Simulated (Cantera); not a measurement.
A diamond (100) surface in a fixed gas of H2 with x(CH4) = 0.016, x(H) = 0.00022, x(CH3) = 0.00013, 0.130 bar; coverages are run to steady state.

Model: the Harris–Goodwin 1993 mechanism for the reconstructed diamond (100) surface, integrated in Cantera.

θ: site fractions in the mechanism's names (c6HH fully hydrogenated, c6H* and c6*H radical sites, c6** diradical, c6HM methylated).

| T (K) | growth (µm/h) | θ c6HH | θ c6H* | θ c6*H | θ c6** | θ c6HM |
|---|---|---|---|---|---|---|
| 925 | (withheld) | 0.453 | 0.00801 | 0.206 | 0.00271 | 0.259 |
| 1000 | (withheld) | 0.480 | 0.0137 | 0.280 | 0.00490 | 0.161 |
| 1075 | (withheld) | 0.520 | 0.0215 | 0.362 | 0.00765 | 0.0591 |
| 1150 | (withheld) | 0.533 | 0.0287 | 0.407 | 0.00956 | 0.0125 |
| 1225 | (withheld) | 0.535 | 0.0340 | 0.414 | 0.0102 | 0.00230 |
| 1300 | (withheld) | 0.549 | 0.0376 | 0.401 | 0.00991 | 0.000443 |
| 1375 | (withheld) | 0.573 | 0.0398 | 0.378 | 0.00917 | 9.25e-5 |

Complete the blanks.


- 925, growth (µm/h): 3.56
- 1000, growth (µm/h): 4.48
- 1075, growth (µm/h): 3.12
- 1150, growth (µm/h): 1.37
- 1225, growth (µm/h): 0.728
- 1300, growth (µm/h): 0.494
- 1375, growth (µm/h): 0.249
